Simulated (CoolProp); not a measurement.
Vapour-liquid equilibrium of ethanol (1) + dimethyl carbonate (2) at 0.0377 MPa; x and y are mole fractions of (1).

The numbers come from the multi-fluid Helmholtz-energy mixture model, Schroeder 2014 and Zhou 2011; pair parameters Bell 2016 in CoolProp.

Give the bubble temperature and the first vapour's composition at x = 0.15, 0.55, 0.65. Is there an azeotrope?

x = 0.15: 327.6 K, y = 0.350; x = 0.55: 323.7 K, y = 0.587; x = 0.65: 323.7 K, y = 0.623. y crosses x between x = 0.55 and 0.65: the model has an azeotrope there.

Pair parameters are fitted to limited data, so mixtures are less certain than the pure fluids.
